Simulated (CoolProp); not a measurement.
Vapour-liquid equilibrium of R22 (1) + dimethyl ether (2) at 335.4 K; x and y are mole fractions of (1).

Values from CoolProp's multi-fluid Helmholtz-energy mixture model, Kamei 1995 and Wu 2011; pair parameters Bell 2016.

| x | bubble pressure, mixture model (MPa) | bubble pressure, Raoult's law (MPa) | y, mixture model | y, Raoult's law |
|---|---|---|---|---|
| 0.05 | 1.511 | 1.575 | 0.045 | 0.081 |
| 0.2 | ? | 1.729 | 0.198 | 0.295 |
| 0.35 | 1.509 | 1.882 | 0.378 | 0.474 |
| 0.5 | 1.594 | 2.036 | 0.571 | 0.626 |
| 0.65 | ? | 2.189 | 0.750 | 0.756 |
| 0.8 | 2.051 | 2.343 | 0.889 | 0.870 |
| 0.95 | ? | 2.497 | 0.979 | 0.969 |

Problem. Complete the blanks.

Solution. 
- 0.2, bubble pressure, mixture model (MPa): 1.490
- 0.65, bubble pressure, mixture model (MPa): 1.771
- 0.95, bubble pressure, mixture model (MPa): 2.416

The largest gap from Raoult's law is -21.7 % in bubble pressure, at x = 0.5. y crosses x between x = 0.2 and 0.35: the model has an azeotrope there.

The pair parameters rest on a limited set of measurements; away from them the model extrapolates.
